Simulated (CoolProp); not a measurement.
A single-stage vapour-compression cycle with R142b: evaporating at 238.15 K (dew point), condensing at 300.15 K (bubble point), superheat 0 K, subcooling 8 K, compressor efficiency 0.85, no pressure losses. Each further row changes one setting.

Computed with CoolProp (reference Helmholtz-energy equation of state, Lemmon 2006). It is a short technical equation, of lower accuracy than the large ones.

```
case                              cooling COP  pressure ratio  discharge temperature (K)  refrigerating effect (kJ/kg)  volumetric capacity (kJ/m³)
--------------------------------  -----------  --------------  -------------------------  ----------------------------  ---------------------------
as stated                                2.72            11.6                      323.4                           170                          273
evaporating temperature 243.15 K         3.09            9.00                      320.1                           174                            ?
condensing temperature 295.15 K          3.03               ?                      317.6                           177                          284
subcooling 13 K                             ?            11.6                      323.4                           177                          284
superheat 10 K                           2.72            11.6                      334.2                             ?                          273
compressor efficiency 0.75                  ?            11.6                      332.2                           170                          273
```

### Question
Complete the blanks.

### Answer

- evaporating temperature 243.15 K, volumetric capacity (kJ/m³): 352
- condensing temperature 295.15 K, pressure ratio: 9.92
- subcooling 13 K, cooling COP: 2.82
- superheat 10 K, refrigerating effect (kJ/kg): 178
- compressor efficiency 0.75, cooling COP: 2.40
